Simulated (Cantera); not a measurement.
CuO + CO (carbothermic reduction)

Input: 1 mol CuO, 12 mol CO, equilibrated at 26.0 Pa.

Cantera equilibrium calculation (NASA polynomials, part measured and part estimated; ideal gas, pure solids and liquids). Candidate condensed phases: C, Cu, CuO, Cu₂O; 15 gas species. Equilibrium is a limit: real reactors are often held back by kinetics, nucleation or transport.

```json
[
 {"T (K)": "1100", "x CO": "0.917", "x CO₂": "0.0833", "x Cu": "2.29e-6", "x O": "<1e-12", "x O₂": "<1e-12", "x Cu₂": "1.83e-11", "n Cu(s)": "1.000", "n Cu(l)": "0"},
 {"T (K)": "1300", "x CO": "0.916", "x CO₂": "0.0833", "x Cu": "0.000607", "x O": "9.46e-12", "x O₂": "<1e-12", "x Cu₂": "4.98e-8", "n Cu(s)": "0.993", "n Cu(l)": "0"},
 {"T (K)": "1500", "x CO": "0.888", "x CO₂": "0.0807", "x Cu": "0.0316", "x O": "6.94e-9", "x O₂": "7.62e-10", "x Cu₂": "1.24e-5", "n Cu(s)": "0", "n Cu(l)": "0.608"},
 {"T (K)": "1700", "x CO": "0.846", "x CO₂": "0.0769", "x Cu": "0.0769", "x O": "1.07e-6", "x O₂": "1.50e-7", "x Cu₂": "1.17e-5", "n Cu(s)": "0", "n Cu(l)": "0"},
 {"T (K)": "1900", "x CO": "0.846", "x CO₂": "0.0768", "x Cu": "0.0769", "x O": "5.71e-5", "x O₂": "9.53e-6", "x Cu₂": "2.74e-6", "n Cu(s)": "0", "n Cu(l)": "0"},
 {"T (K)": "2100", "x CO": "0.847", "x CO₂": "0.0749", "x Cu": "0.0768", "x O": "0.00139", "x O₂": "0.000258", "x Cu₂": "8.40e-7", "n Cu(s)": "0", "n Cu(l)": "0"},
 {"T (K)": "2300", "x CO": "0.851", "x CO₂": "0.0563", "x Cu": "0.0756", "x O": "0.0147", "x O₂": "0.00228", "x Cu₂": "3.06e-7", "n Cu(s)": "0", "n Cu(l)": "0"}
]
```
x: gas mole fraction; n: condensed amount in mol.

From 1100 K to 1300 K the condensed part is Cu(s). At 1500 K the condensed part is Cu(l). From 1700 K to 2300 K nothing is condensed. The main Cu-bearing gas is Cu throughout.
